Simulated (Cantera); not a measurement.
Charge: 1 mol H2S, 1.1 mol O2, at 0.00160 bar.

Cantera equilibrium calculation (NASA polynomials, part measured and part estimated; ideal gas, pure solids and liquids). Candidate condensed phases: H2O, H2SO4, S; 19 gas species. Equilibrium is a limit: real reactors are often held back by kinetics, nucleation or transport.

Task: At 1727 °C, list the 7 most abundant gas species with their mole fractions, and the condensed phases.

Result: SO2 0.347, H2O 0.309, H2 0.183, SO 0.106, S2 0.0185, H 0.0174, S 0.0108. Condensed: gas only.
